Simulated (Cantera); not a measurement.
An isothermal, constant-pressure homogeneous reactor starts with H2 : O2 : N2 = 1.1 : 1 : 0.78 (molar parts), at 1175 K and 0.132 atm. Integrator tolerance rtol = 1e-08.

Computed with Cantera and GRI-Mech 3.0 (53 species, 325 reactions). The temperature is held fixed by assumption; the heat of reaction is taken as removed at once.

Question: What does this change do: temperature 1175 to 775 K?

Answer: 
| quantity | before | after |
|---|---|---|
| x(H2) at 50.0 s | 2.21e-8 (gas-phase equilibrium 2.21e-8) | 0.379 (gas-phase equilibrium <1e-12) |
| x(O2) at 50.0 s | 0.193 (gas-phase equilibrium 0.193) | 0.346 (gas-phase equilibrium 0.193) |
| x(H2O2) at 50.0 s | 1.44e-9 (gas-phase equilibrium 1.44e-9) | 0.000765 (gas-phase equilibrium 5.26e-12) |
| x(OH) at 50.0 s | 7.47e-6 (gas-phase equilibrium 7.47e-6) | 4.31e-10 (gas-phase equilibrium 1.40e-9) |
| x(NO) at 50.0 s | 4.11e-6 (gas-phase equilibrium 0.000101) | <1e-12 (gas-phase equilibrium 8.09e-7) |
Radical loss at walls, strong at low pressure, is not modelled. Below about 950 K walls govern HO2 and H2O2 in real vessels.

Question: What does this change do: temperature 1175 to 773 K?

Answer: 
| quantity | before | after |
|---|---|---|
| x(H2) at 50.0 s | 2.21e-8 (gas-phase equilibrium 2.21e-8) | 0.380 (gas-phase equilibrium <1e-12) |
| x(O2) at 50.0 s | 0.193 (gas-phase equilibrium 0.193) | 0.346 (gas-phase equilibrium 0.193) |
| x(H2O2) at 50.0 s | 1.44e-9 (gas-phase equilibrium 1.44e-9) | 0.000594 (gas-phase equilibrium 5.04e-12) |
| x(OH) at 50.0 s | 7.47e-6 (gas-phase equilibrium 7.47e-6) | 2.94e-10 (gas-phase equilibrium 1.32e-9) |
| x(NO) at 50.0 s | 4.11e-6 (gas-phase equilibrium 0.000101) | <1e-12 (gas-phase equilibrium 7.80e-7) |
Radical loss at walls, strong at low pressure, is not modelled. Below about 950 K walls govern HO2 and H2O2 in real vessels.
